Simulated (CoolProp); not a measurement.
Vapour-liquid equilibrium of ethanol (1) + ethylbenzene (2) at 0.255 MPa; x and y are mole fractions of (1).

Computed with CoolProp (multi-fluid Helmholtz-energy mixture model, Schroeder 2014 and Zhou 2012; pair parameters Bell 2016).

| x | bubble temperature, mixture model (°C) | bubble temperature, Raoult's law (°C) | y, mixture model | y, Raoult's law |
|---|---|---|---|---|
| 0.05 | 146.5 | 162.9 | 0.483 | 0.264 |
| 0.15 | 124.1 | 147.7 | ? | 0.545 |
| 0.25 | 115.9 | 137.4 | 0.802 | 0.692 |
| 0.35 | 112.2 | 129.8 | 0.831 | 0.783 |
| 0.45 | 110.2 | 123.8 | 0.848 | 0.845 |
| 0.55 | 108.9 | 118.9 | 0.861 | 0.890 |
| 0.65 | ? | 114.7 | 0.875 | 0.925 |
| 0.75 | ? | 111.1 | 0.894 | 0.952 |
| 0.85 | 105.4 | 107.9 | 0.922 | 0.974 |
| 0.95 | 104.3 | 105.1 | ? | 0.992 |

Question: Some entries are withheld; supply them.

Answer: 
- 0.15, y, mixture model: 0.733
- 0.65, bubble temperature, mixture model (°C): 107.7
- 0.75, bubble temperature, mixture model (°C): 106.6
- 0.95, y, mixture model: 0.967

The largest gap from Raoult's law is -23.6 K in bubble temperature, at x = 0.15. No azeotrope shows between x = 0.05 and 0.95.

Pair parameters are fitted to limited data, so mixtures are less certain than the pure fluids. With so large a gap from Raoult's law the liquid may split in two, which this calculation doesn't test in full.
